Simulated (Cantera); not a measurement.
What does this Cantera script print?

```python
import numpy as np
import cantera as ct

gas_names = """
    H H2 Ti
""".split()
cond_names = """
    Ti(a) Ti(b) Ti(L)
""".split()


def load(file, names, dense=False):
    # The tables refer to 1 bar. Condensed volumes are neglected.
    table = {s.name: s for s in ct.Species.list_from_file(file)}
    out = []
    for n in names:
        d = dict(table[n].input_data)
        d["thermo"] = dict(d["thermo"], **{"reference-pressure": 1e5})
        if dense:
            d["equation-of-state"] = {"model": "constant-volume", "density": "1e6 g/cm^3"}
        out.append(ct.Species.from_dict(d))
    return out


gas = ct.Solution(thermo="ideal-gas", species=load("nasa_gas.yaml", gas_names))
cond = {s.name: ct.Solution(thermo="fixed-stoichiometry", species=[s], name=s.name)
        for s in load("nasa_condensed.yaml", cond_names, dense=True)}
atoms = {
    'Ti': {'Ti': 1},
    'H2': {'H': 2},
}
top_T = {}  # K; cautious upper limits of use, not melting points


def equilibrate(T, P, feed):
    n = {}
    for name, mol in feed.items():
        for a, k in atoms[name].items():
            n[a] = n.get(a, 0.0) + k * mol
    gas.TPX = T, P, n
    mass = sum(n.values()) * gas.mean_molecular_weight
    gas.equilibrate("TP")
    valid = [c for c in cond.values() if c.min_temp <= T <= top_T.get(c.name, c.max_temp)]
    mix = ct.Mixture([(gas, mass / gas.mean_molecular_weight)] + [(c, 0.0) for c in valid])
    mix.T, mix.P = T, P
    mix.equilibrate("TP", solver="vcs", rtol=1e-11, max_steps=5000)
    return mix


results = []
feed = {'Ti': 1, 'H2': 1.1}  # mol
T = 1823  # K
P = 10000  # Pa
mix = equilibrate(T, P, feed)
results.append((T, P, feed, dict(zip(mix.species_names, mix.species_moles))))
x = sorted(zip(gas.X, gas.species_names), reverse=True)
print(f"T = {T:g} K  P = {P:g} Pa  gas = {mix.phase_moles(0):.4g} mol")
print("   x: " + "  ".join(f"{s} {v:.3e}" for v, s in x if v > 1e-06))
print("   condensed (mol): " + ("  ".join(f"{mix.phase(i).name} {mix.phase_moles(i):.4g}"
      for i in range(1, mix.n_phases) if mix.phase_moles(i) > 1e-12) or "none"))
```

It prints:

```
T = 1823 K  P = 10000 Pa  gas = 1.101 mol
   x: H2 9.986e-01  H 1.369e-03  Ti 7.187e-06
   condensed (mol): Ti(b) 1
```

These are equilibrium values from Cantera (NASA tables, ideal gas, pure condensed phases), not measurements of a reactor.
